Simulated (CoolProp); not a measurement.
Model: reference Helmholtz-energy equation of state, Lemmon 2022, in CoolProp.

Problem. Give the vapour pressure (MPa), liquid density (kg/m³), liquid cp (kJ/(kg K)), vapour Z of saturated R1234yf at 248.1, 266 K.

Solution. 
| T (K) | p (MPa) | liquid density (kg/m³) | liquid cp (kJ/(kg K)) | vapour Z |
|---|---|---|---|---|
| 248.1 | 0.123 | 1250 | 1.23 | 0.948 |
| 266 | 0.246 | 1200 | 1.28 | 0.915 |
